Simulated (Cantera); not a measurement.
Charge: 1 mol SiCl4, 0.26 mol N2O, 3.2 mol H2, held at 1923 K and 42.0 mbar.

These are equilibrium values from Cantera (NASA tables, ideal gas, pure condensed phases), not measurements of a reactor. Candidate condensed phases: H2O, NH4Cl, Si, SiO2, Si2N2O, Si3N4; 47 gas species. The tables' values for SiCl3, SiCl are old estimates; treat these amounts as uncertain. Rates play no part.

Base state: HCl 0.432, H2 0.342, SiCl2 0.123, N2 0.0455, SiO 0.0455, SiCl3 0.00568, H 0.00269, Cl 0.00255 (mole fractions); condensed: gas only.

**Question.** What changes in the equilibrium state with this change: temperature from 1923 K to 725 K?

**Answer.** 
| species | before | after |
|---|---|---|
| H2 | 0.342 | 0.458 |
| HCl | 0.432 | 0.441 |
| SiCl4 | 0.000340 | 0.102 |
| SiCl2 | 0.123 | <1e-9 |
| SiO | 0.0455 | <1e-9 |
| N2 | 0.0455 | 7.49e-8 |
| H | 0.00269 | <1e-9 |
| Cl | 0.00255 | <1e-9 |
| SiCl | 0.000229 | <1e-9 |
| SiCl3 | 0.00568 | 3.06e-8 |
| Si2N2O(s), mol | 0 | 0.260 |

**Question.** What changes in the equilibrium state with this change: H2 from 3.2 to 18 mol?

**Answer.** 
| species | before | after |
|---|---|---|
| H2 | 0.342 | 0.811 |
| HCl | 0.432 | 0.123 |
| SiCl2 | 0.123 | 0.0349 |
| N2 | 0.0455 | 0.0126 |
| SiO | 0.0455 | 0.0126 |
| SiCl4 | 0.000340 | 3.29e-6 |
| SiH2 | 1.98e-6 | 3.90e-5 |
The tables' values for SiCl, SiCl3 are old estimates; treat these amounts as uncertain. Gases not in the tables: Si2H6 and higher silanes.
